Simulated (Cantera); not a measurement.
Input (Python, Cantera) and output of one run.

```python
import numpy as np
import cantera as ct

gas_names = [...]  # 52 gases of nasa_gas.yaml made of Cl, F, H, O, Si
cond_names = """
    H2O(s) H2O(L) Si(cr) Si(L) SiO2(Lqz) SiO2(hqz) SiO2(L)
""".split()


# ... load() reads the species with a 1 bar reference pressure and builds the phases ...
atoms = {
    'SiO2': {'Si': 1, 'O': 2},
    'F2': {'F': 2},
    'O2': {'O': 2},
    'HCl': {'H': 1, 'CL': 1},
}
top_T = {}  # K; cautious upper limits of use, not melting points


# ... equilibrate(T, P, feed) seeds the gas with the atoms and calls Mixture.equilibrate('TP', solver="vcs", rtol=1e-11, max_steps=5000) ...
results = []
feed = {'SiO2': 1, 'F2': 8.5, 'O2': 1.6, 'HCl': 2}  # mol
P = 13  # Pa
for T in [1073, 1173, 1273, 1373, 1473, 1573, 1673]:
    mix = equilibrate(T, P, feed)
    results.append((T, P, feed, dict(zip(mix.species_names, mix.species_moles))))

top = {s: max(r[3][s] / sum(r[3][g] for g in gas_names) for r in results) for s in gas_names}
cols = sorted((s for s in top if top[s] > 0.0001), key=lambda s: -top[s])[:7]
seen = [c for c in cond_names if any(r[3].get(c, 0) > 1e-12 for r in results)]
print("log10 of partial pressures in bar; condensed amounts in mol")
print(f"{'T/K':>10s}" + "".join(f"{s[:9]:>10s}" for s in cols + seen))
for T, P, feed, n in results:
    ng = sum(n[g] for g in gas_names)
    print(f"{T:10.4g}" + "".join(f"{np.log10(max(n[s] / ng * P / 1e5, 1e-99)):10.3f}" for s in cols)
          + "".join(f"{n.get(c, 0):10.4g}" for c in seen))
```

Result:

```
log10 of partial pressures in bar; condensed amounts in mol
       T/K         F        O2        HF       CLF        CL      SiF4       CL2
      1073    -4.153    -4.691    -4.805    -4.808    -7.038    -5.106    -8.140
      1173    -4.149    -4.695    -4.809    -4.842    -6.006    -5.110    -7.110
      1273    -4.136    -4.709    -4.823    -5.025    -5.298    -5.124    -6.569
      1373    -4.121    -4.729    -4.843    -5.465    -4.978    -5.144    -6.679
      1473    -4.116    -4.737    -4.851    -6.038    -4.885    -5.152    -7.143
      1573    -4.115    -4.740    -4.854    -6.600    -4.863    -5.155    -7.666
      1673    -4.115    -4.742    -4.855    -7.111    -4.857    -5.156    -8.156
```

Cantera equilibrium calculation (NASA polynomials, part measured and part estimated; ideal gas, pure solids and liquids).
